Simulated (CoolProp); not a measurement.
Saturation properties of n-decane (Tc = 617.7 K, pc = 21.01 bar, ω = 0.488).

Model: reference Helmholtz-energy equation of state, Lemmon 2006, in CoolProp. It is a short technical equation, of lower accuracy than the large ones.

| T (K) | p (bar) | liquid density (kg/m³) | vapour density (kg/m³) | enthalpy of vaporisation (kJ/kg) | surface tension (mN/m) |
|---|---|---|---|---|---|
| 450.6 | 1.102 | 600.8 | 4.488 | 274.2 | 10.1 |
| 463.2 | 1.494 | 588.9 | 6.023 | 265.8 | 9.16 |
| 475.7 | 1.983 | 576.7 | 7.941 | 257.0 | 8.21 |
| 488.2 | 2.587 | 563.9 | 10.33 | 247.7 | 7.29 |
| 500.8 | 3.331 | 550.4 | 13.33 | 237.8 | 6.39 |
| 513.3 | 4.220 | 536.2 | 17.01 | 227.2 | 5.52 |
| 525.9 | 5.291 | 520.9 | 21.61 | 215.6 | 4.68 |
| 538.4 | 6.546 | 504.5 | 27.28 | 203.1 | 3.87 |
| 550.9 | 8.019 | 486.5 | 34.41 | 189.2 | 3.11 |
| 563.5 | 9.751 | 466.1 | 43.61 | 173.4 | 2.37 |
| 576 | 11.75 | 442.8 | 55.66 | 155.2 | 1.69 |
| 588.6 | 14.07 | 414.4 | 72.59 | 132.9 | 1.06 |

It boils at 447.3 K under 1 atm.

Surface tension comes from a separate correlation (Mulero 2012).
